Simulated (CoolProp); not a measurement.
Properties of dry air along the isotherm 93.3 K.

Model: reference Helmholtz-energy equation of state, Lemmon 2000, in CoolProp. It is a pseudo-pure fit of the blend.

| p (kPa) | phase | cv (kJ/(kg K)) | Joule-Thomson coefficient (K/MPa) | expansivity (1/kK) | Prandtl number | fugacity coefficient |
|---|---|---|---|---|---|---|
| 1050 | liquid | 0.9860 | -0.2400 | 6.517 | 1.86 | 0.3300 |
| 2100 | liquid | 0.9878 | -0.2534 | 6.306 | 1.85 | 0.1732 |
| 3160 | liquid | 0.9896 | -0.2656 | 6.114 | 1.85 | 0.1208 |
| 4210 | liquid | 0.9914 | -0.2768 | 5.940 | 1.85 | 0.09514 |
| 5260 | liquid | 0.9933 | -0.2870 | 5.781 | 1.85 | 0.07988 |
| 6310 | liquid | 0.9952 | -0.2965 | 5.634 | 1.85 | 0.06983 |
| 7360 | liquid | 0.9971 | -0.3053 | 5.499 | 1.86 | 0.06277 |
| 8410 | liquid | 0.9991 | -0.3134 | 5.373 | 1.86 | 0.05759 |
| 9460 | liquid | 1.001 | -0.3210 | 5.255 | 1.86 | 0.05366 |

Viscosity comes from a separate model (Lemmon 2004). Thermal conductivity comes from a separate model (Lemmon 2004).
